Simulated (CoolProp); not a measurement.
A single-stage vapour-compression cycle with R410A: evaporating at 253.15 K (dew point), condensing at 289.15 K (bubble point), superheat 8 K, subcooling 0 K, compressor efficiency 0.85, no pressure losses. Each further row changes one setting.

Values from CoolProp's reference Helmholtz-energy equation of state, Lemmon 2003. It is a pseudo-pure fit of the blend.

```json
[
 {"case": "as stated", "cooling COP": "?", "pressure ratio": "3.24", "discharge temperature (K)": "321.6", "refrigerating effect (kJ/kg)": "197", "volumetric capacity (kJ/m³)": "2890"},
 {"case": "evaporating temperature 258.15 K", "cooling COP": "5.91", "pressure ratio": "2.70", "discharge temperature (K)": "317.6", "refrigerating effect (kJ/kg)": "199", "volumetric capacity (kJ/m³)": "?"},
 {"case": "condensing temperature 284.15 K", "cooling COP": "?", "pressure ratio": "2.81", "discharge temperature (K)": "313.7", "refrigerating effect (kJ/kg)": "205", "volumetric capacity (kJ/m³)": "3010"},
 {"case": "subcooling 5 K", "cooling COP": "5.10", "pressure ratio": "3.24", "discharge temperature (K)": "321.6", "refrigerating effect (kJ/kg)": "205", "volumetric capacity (kJ/m³)": "3010"},
 {"case": "superheat 18 K", "cooling COP": "4.85", "pressure ratio": "3.24", "discharge temperature (K)": "332.6", "refrigerating effect (kJ/kg)": "206", "volumetric capacity (kJ/m³)": "?"},
 {"case": "compressor efficiency 0.75", "cooling COP": "?", "pressure ratio": "3.24", "discharge temperature (K)": "326.8", "refrigerating effect (kJ/kg)": "197", "volumetric capacity (kJ/m³)": "2890"}
]
```

Problem. Some entries are withheld; supply them.

Solution. 
- as stated, cooling COP: 4.90
- evaporating temperature 258.15 K, volumetric capacity (kJ/m³): 3500
- condensing temperature 284.15 K, cooling COP: 5.85
- superheat 18 K, volumetric capacity (kJ/m³): 2870
- compressor efficiency 0.75, cooling COP: 4.32
